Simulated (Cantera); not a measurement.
PbO + H₂ (iron carbonyl, mercury and lead vapours)

Charge: 1 mol PbO, 0.2 mol H₂, held at 1425 K and 1.33 mbar.

Cantera equilibrium calculation (NASA polynomials, part measured and part estimated; ideal gas, pure solids and liquids). Candidate condensed phases: H₂O, Pb, PbO, PbO₂, Pb₃O₄; 12 gas species. Gases not in the tables: (PbO)n polymers. Kinetics and transport are ignored.

```json
{
 "x(PbO)": "0.568",
 "x(Pb)": "0.235",
 "x(H₂O)": "0.160",
 "x(O₂)": "0.0370",
 "x(OH)": "0.000169",
 "x(H₂)": "1.50e-5",
 "x(O)": "7.31e-6",
 "x(Pb₂)": "1.62e-6",
 "gas_amount": "1.246 mol",
 "log10 activity of Pb(l) (absent)": "-1.56"
}
```
